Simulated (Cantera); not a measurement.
## Equilibrium for iron carbonyl, mercury and lead vapours: PbO + O₂ + H₂

Input: 1 mol PbO, 2.2 mol O₂, 3.1 mol H₂, at 13.3 mbar.

These are equilibrium values from Cantera (NASA tables, ideal gas, pure condensed phases), not measurements of a reactor. Candidate condensed phases: H₂O, Pb, PbO, PbO₂, Pb₃O₄; 12 gas species. Gases not in the tables: (PbO)n polymers. Rates play no part.

From 673 K to 748 K the condensed part is PbO(red). From 823 K to 1123 K the condensed part is PbO(yellow). From 1198 K to 1348 K the condensed part is PbO(l). From 1423 K to 1498 K nothing is condensed.

| T (K) | x H₂O | x PbO | x O₂ | x Pb | x OH | x H₂ | x O | n PbO(red) | n PbO(yellow) | n PbO(l) |
|---|---|---|---|---|---|---|---|---|---|---|
| 673 | 0.827 | 1.77e-12 | 0.173 | <1e-12 | 7.10e-11 | <1e-12 | <1e-12 | 1.00 | 0 | 0 |
| 748 | 0.827 | 2.79e-10 | 0.173 | <1e-12 | 1.29e-9 | <1e-12 | <1e-12 | 1.00 | 0 | 0 |
| 823 | 0.827 | 1.70e-8 | 0.173 | <1e-12 | 1.39e-8 | 2.51e-12 | <1e-12 | 0 | 1.00 | 0 |
| 898 | 0.827 | 5.15e-7 | 0.173 | 6.07e-11 | 1.01e-7 | 5.11e-11 | 1.80e-11 | 0 | 1.000 | 0 |
| 973 | 0.827 | 9.07e-6 | 0.173 | 3.91e-9 | 5.39e-7 | 6.57e-10 | 2.44e-10 | 0 | 1.000 | 0 |
| 1048 | 0.827 | 0.000105 | 0.173 | 1.37e-7 | 2.27e-6 | 5.89e-9 | 2.28e-9 | 0 | 1.000 | 0 |
| 1123 | 0.826 | 0.000858 | 0.173 | 2.96e-6 | 7.89e-6 | 3.95e-8 | 1.59e-8 | 0 | 0.997 | 0 |
| 1198 | 0.823 | 0.00491 | 0.172 | 3.95e-5 | 2.34e-5 | 2.09e-7 | 8.64e-8 | 0 | 0 | 0.981 |
| 1273 | 0.809 | 0.0210 | 0.170 | 0.000358 | 6.05e-5 | 9.05e-7 | 3.84e-7 | 0 | 0 | 0.918 |
| 1348 | 0.761 | 0.0754 | 0.161 | 0.00257 | 0.000136 | 3.25e-6 | 1.42e-6 | 0 | 0 | 0.683 |
| 1423 | 0.648 | 0.196 | 0.142 | 0.0129 | 0.000262 | 9.51e-6 | 4.40e-6 | 0 | 0 | 0 |
| 1498 | 0.645 | 0.188 | 0.146 | 0.0208 | 0.000525 | 2.70e-5 | 1.30e-5 | 0 | 0 | 0 |
x: gas mole fraction; n: condensed amount in mol.
